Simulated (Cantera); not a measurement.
Input (Python, Cantera) and output of one run.

```python
import numpy as np
import cantera as ct

gas_names = """
    H HO2 H2 H2O H2O2 H2S H2SO4 O OH O2 O3 S SH SO SO2 SO3 S2 S2O S8
""".split()
cond_names = """
    H2O(s) H2O(L) H2SO4(L) S(cr1) S(cr2) S(L)
""".split()


# ... load() reads the species with a 1 bar reference pressure and builds the phases ...
atoms = {
    'H2S': {'H': 2, 'S': 1},
    'O2': {'O': 2},
    'H2': {'H': 2},
}
top_T = {}  # K; cautious upper limits of use, not melting points


# ... equilibrate(T, P, feed) seeds the gas with the atoms and calls Mixture.equilibrate('TP', solver="vcs", rtol=1e-11, max_steps=5000) ...
results = []
feed = {'H2S': 1, 'O2': 5, 'H2': 0.94}  # mol
T = 1348  # K
for P in [10, 120, 1400, 17000, 210000, 2500000, 30000000]:
    mix = equilibrate(T, P, feed)
    results.append((T, P, feed, dict(zip(mix.species_names, mix.species_moles))))

top = {s: max(r[3][s] / sum(r[3][g] for g in gas_names) for r in results) for s in gas_names}
cols = sorted((s for s in top if top[s] > 1e-05), key=lambda s: -top[s])[:8]
seen = [c for c in cond_names if any(r[3].get(c, 0) > 1e-12 for r in results)]
print("log10 of partial pressures in bar; condensed amounts in mol")
print(f"{'P/Pa':>10s}" + "".join(f"{s[:9]:>10s}" for s in cols + seen))
for T, P, feed, n in results:
    ng = sum(n[g] for g in gas_names)
    print(f"{P:10.4g}" + "".join(f"{np.log10(max(n[s] / ng * P / 1e5, 1e-99)):10.3f}" for s in cols)
          + "".join(f"{n.get(c, 0):10.4g}" for c in seen))
```

Output:

```
log10 of partial pressures in bar; condensed amounts in mol
      P/Pa        O2       H2O       SO2       SO3     H2SO4        OH         O
        10    -4.295    -4.488    -4.776    -7.975   -16.008    -7.394    -8.537
       120    -3.216    -3.409    -3.698    -6.357   -13.310    -6.585    -7.997
      1400    -2.149    -2.342    -2.633    -4.758   -10.645    -5.785    -7.464
   1.7e+04    -1.065    -1.257    -1.556    -3.139    -7.941    -4.971    -6.922
   2.1e+05     0.025    -0.163    -0.489    -1.527    -5.235    -4.152    -6.377
   2.5e+06     1.095     0.918     0.512     0.008    -2.618    -3.344    -5.842
     3e+07     2.164     2.006     1.399     1.429    -0.109    -2.532    -5.307
```

Cantera equilibrium calculation (NASA polynomials, part measured and part estimated; ideal gas, pure solids and liquids). The ideal-gas law is rough above about 30 bar.
